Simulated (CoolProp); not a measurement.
Vapour-liquid equilibrium of methanol (1) + acetone (2) at 10.1 bar; x and y are mole fractions of (1).

Computed with CoolProp (multi-fluid Helmholtz-energy mixture model, de Reuck 1993 and Lemmon 2006; pair parameters Bell 2016).

Question: Give the bubble temperature and the first vapour's composition at x = 0.05, 0.25, 0.55. Is there an azeotrope?

Answer: x = 0.05: 142.4 °C, y = 0.070; x = 0.25: 138.2 °C, y = 0.302; x = 0.55: 135.4 °C, y = 0.572. y crosses x between x = 0.65 and 0.75: the model has an azeotrope there.

Pair parameters are fitted to limited data, so mixtures are less certain than the pure fluids.
